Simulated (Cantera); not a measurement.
Feed: 1 mol Al(CH3)3, 1.6 mol N2O, 1.5 mol N2, at 1450 °C and 0.133 bar.

Equilibrium computed with Cantera from the NASA thermochemical tables; the gas is ideal and each condensed phase is pure. Candidate condensed phases: Al, AlN, Al2O3, C, C6H6, C7H8, C8H18, H2O; 148 gas species. The feed counts by its element totals alone. Kinetics and transport are ignored.

Base state: H2 0.516, N2 0.298, CO 0.184, HCN 0.00163, H 0.000359, HNC 5.15e-5, C2H2 (acetylene) 4.67e-5, CH4 3.57e-5 (mole fractions); condensed: AlN(s) + C(graphite).

Question: What changes in the equilibrium state with this change: N2O from 1.6 to 3.5 mol?

Answer: 
| species | before | after |
|---|---|---|
| N2 | 0.298 | 0.384 |
| H2 | 0.516 | 0.369 |
| CO | 0.184 | 0.246 |
| C2H2 (acetylene) | 4.67e-5 | 1.14e-5 |
| CH4 | 3.57e-5 | 1.07e-5 |
| HCN | 0.00163 | 0.000914 |
| HNC | 5.15e-5 | 2.89e-5 |
| AlN(s), mol | 1.000 | 0.659 |
| C(graphite), mol | 1.38 | 0 |
| Al2O3(s), mol | 0 | 0.171 |
Mutual solubility and eutectic melting of coexisting phases are not modelled.
